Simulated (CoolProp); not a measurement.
Properties of R410A along the isobar 3.93 bar.

Values from CoolProp's reference Helmholtz-energy equation of state, Lemmon 2003. It is a pseudo-pure fit of the blend.

```
T (K)  phase  speed of sound (m/s)  fugacity coefficient
-----  -----  --------------------  --------------------
337.9    gas                 206.4                0.9682
350.7    gas                 210.5                   [?]
363.6    gas                   [?]                0.9756
376.4    gas                   [?]                0.9785
389.3    gas                 222.2                0.9809
402.1    gas                 225.9                0.9831
415      gas                   [?]                0.9849
427.8    gas                 233.0                0.9866
440.7    gas                   [?]                0.9880
453.5    gas                 239.9                0.9892
466.4    gas                 243.2                0.9904
479.2    gas                   [?]                0.9914
492.1    gas                   [?]                0.9922
```

Problem. Some entries are withheld; supply them.

Solution. 
- 350.7, fugacity coefficient: 0.9722
- 363.6, speed of sound (m/s): 214.5
- 376.4, speed of sound (m/s): 218.4
- 415, speed of sound (m/s): 229.5
- 440.7, speed of sound (m/s): 236.5
- 479.2, speed of sound (m/s): 246.5
- 492.1, speed of sound (m/s): 249.7
